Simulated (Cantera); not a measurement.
A Cantera script and what it prints.

```python
import numpy as np
import cantera as ct

gas_names = """
    Fe FeO N NO NO2 NO3 N2 N2O O O2 O3 S SN SO SO2 SO3 S2 S2O S8
""".split()
cond_names = """
    Fe(a) Fe(c) Fe(d) Fe(L) FeO(s) FeO(L) FeS(a) FeS(b) FeS(c) FeS(L) FeSO4(s) FeS2(s) Fe2O3(s)
    Fe2S3O12(s) Fe3O4(s) S(cr1) S(cr2) S(L)
""".split()


# ... load() reads the species with a 1 bar reference pressure and builds the phases ...
atoms = {
    'FeS': {'Fe': 1, 'S': 1},
    'SO3': {'S': 1, 'O': 3},
    'N2': {'N': 2},
}
top_T = {'FeSO4(s)': 950, 'FeS2(s)': 1010, 'Fe2O3(s)': 1830, 'Fe2S3O12(s)': 1100, 'Fe3O4(s)': 1870}  # K; cautious upper limits of use, not melting points


# ... equilibrate(T, P, feed) seeds the gas with the atoms and calls Mixture.equilibrate('TP', solver="vcs", rtol=1e-11, max_steps=5000) ...
results = []
feed = {'FeS': 1, 'SO3': 1.7, 'N2': 24}  # mol
T = 1448.15  # K
P = 1100000  # Pa
mix = equilibrate(T, P, feed)
results.append((T, P, feed, dict(zip(mix.species_names, mix.species_moles))))
x = sorted(zip(gas.X, gas.species_names), reverse=True)
print(f"T = {T:g} K  P = {P:g} Pa  gas = {mix.phase_moles(0):.4g} mol")
print("   x: " + "  ".join(f"{s} {v:.3e}" for v, s in x if v > 0.001))
print("   condensed (mol): " + ("  ".join(f"{mix.phase(i).name} {mix.phase_moles(i):.4g}"
      for i in range(1, mix.n_phases) if mix.phase_moles(i) > 1e-12) or "none"))
```

Result:

```
T = 1448.15 K  P = 1.1e+06 Pa  gas = 26.35 mol
   x: N2 9.109e-01  SO2 7.921e-02  S2 8.821e-03
   condensed (mol): FeO(s) 0.8987  FeS(c) 0.1013
```

Cantera equilibrium calculation (NASA polynomials, part measured and part estimated; ideal gas, pure solids and liquids). Metal and sulfide melt together well below either melting point, which pure phases cannot show. Mutual solubility and eutectic melting of coexisting phases are not modelled. The tables' stoichiometric FeO is somewhat more stable than real wüstite, so its field is too wide. FeO, FeS: taken at fixed stoichiometry.
